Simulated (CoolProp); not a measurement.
Vapour-liquid equilibrium of propane (1) + R152A (2) at 236.5 K; x and y are mole fractions of (1).

Values from CoolProp's multi-fluid Helmholtz-energy mixture model, Lemmon 2009 and Outcalt 1996; pair parameters Bell 2016.

```json
[
 {"x": "0.05", "bubble pressure (kPa)": "79.01", "y at the bubble point": "0.317", "dew pressure at overall composition x (kPa)": "58.69", "liquid density (mol/L)": "15.49"},
 {"x": "0.2", "bubble pressure (kPa)": "118.7", "y at the bubble point": "0.590", "dew pressure at overall composition x (kPa)": "68.64", "liquid density (mol/L)": "14.90"},
 {"x": "0.35", "bubble pressure (kPa)": "134.0", "y at the bubble point": "0.664", "dew pressure at overall composition x (kPa)": "82.43", "liquid density (mol/L)": "14.39"},
 {"x": "0.5", "bubble pressure (kPa)": "139.8", "y at the bubble point": "0.697", "dew pressure at overall composition x (kPa)": "102.4", "liquid density (mol/L)": "13.95"},
 {"x": "0.65", "bubble pressure (kPa)": "142.4", "y at the bubble point": "0.725", "dew pressure at overall composition x (kPa)": "131.2", "liquid density (mol/L)": "13.58"},
 {"x": "0.8", "bubble pressure (kPa)": "143.0", "y at the bubble point": "0.774", "dew pressure at overall composition x (kPa)": "142.1", "liquid density (mol/L)": "13.29"},
 {"x": "0.95", "bubble pressure (kPa)": "135.5", "y at the bubble point": "0.905", "dew pressure at overall composition x (kPa)": "132.0", "liquid density (mol/L)": "13.08"}
]
```

y crosses x between x = 0.65 and 0.8: the model has an azeotrope there.

Pair parameters are fitted to limited data, so mixtures are less certain than the pure fluids. With so large a gap from Raoult's law the liquid may split in two, which this calculation doesn't test in full.
